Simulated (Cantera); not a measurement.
Charge: 1 mol B, 0.11 mol NH3, held at 1330 Pa.

These are equilibrium values from Cantera (NASA tables, ideal gas, pure condensed phases), not measurements of a reactor. Candidate condensed phases: B, BN; 15 gas species. Mutual solubility and eutectic melting of coexisting phases are not modelled. The numbers say what is thermodynamically allowed, not how fast it happens.

**Question.** Which condensed phases are stable at each of these points (T (K)): 1073, 1223, 1373, 1523, 1673, 1823, 1973, 2123, 2273, 2423?

**Answer.** 
```json
[
 {"T (K)": "1073", "condensed phases": "B(s) + BN(s)", "B condensed (%)": "100.0"},
 {"T (K)": "1223", "condensed phases": "B(s) + BN(s)", "B condensed (%)": "100.0"},
 {"T (K)": "1373", "condensed phases": "B(s) + BN(s)", "B condensed (%)": "100.0"},
 {"T (K)": "1523", "condensed phases": "B(s) + BN(s)", "B condensed (%)": "100.0"},
 {"T (K)": "1673", "condensed phases": "B(s) + BN(s)", "B condensed (%)": "100.0"},
 {"T (K)": "1823", "condensed phases": "B(s) + BN(s)", "B condensed (%)": "100.0"},
 {"T (K)": "1973", "condensed phases": "B(s) + BN(s)", "B condensed (%)": "100.0"},
 {"T (K)": "2123", "condensed phases": "B(s) + BN(s)", "B condensed (%)": "100.0"},
 {"T (K)": "2273", "condensed phases": "B(s)", "B condensed (%)": "100.0"},
 {"T (K)": "2423", "condensed phases": "B(l)", "B condensed (%)": "99.9"}
]
```

From 1073 K to 2123 K the condensed part is B(s) + BN(s). At 2273 K the condensed part is B(s). At 2423 K the condensed part is B(l).
